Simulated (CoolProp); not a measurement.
Vapour-liquid equilibrium of R134a (1) + R227EA (2) at 18.65 °C; x and y are mole fractions of (1).

Values from CoolProp's multi-fluid Helmholtz-energy mixture model, Tillner-Roth 1994 and Lemmon 2016; pair parameters Bell 2016.

```tsv
x	bubble pressure (MPa)	y at the bubble point	dew pressure at overall composition x (MPa)	liquid density (mol/L)
0.05	0.3844	0.075	0.3804	8.448
0.2	0.4177	(withheld)	0.4052	8.870
0.35	0.4481	0.438	(withheld)	9.335
0.5	0.4757	0.583	0.4599	9.850
0.65	0.5006	0.714	0.4885	10.42
0.8	0.5227	0.838	(withheld)	11.07
0.95	0.5423	0.959	0.5409	11.79
```

Problem. Some entries are withheld; supply them.

Solution. 
- 0.2, y at the bubble point: 0.272
- 0.35, dew pressure at overall composition x (MPa): 0.4318
- 0.8, dew pressure at overall composition x (MPa): 0.5161

No azeotrope shows between x = 0.05 and 0.95.

The pair parameters rest on a limited set of measurements; away from them the model extrapolates.
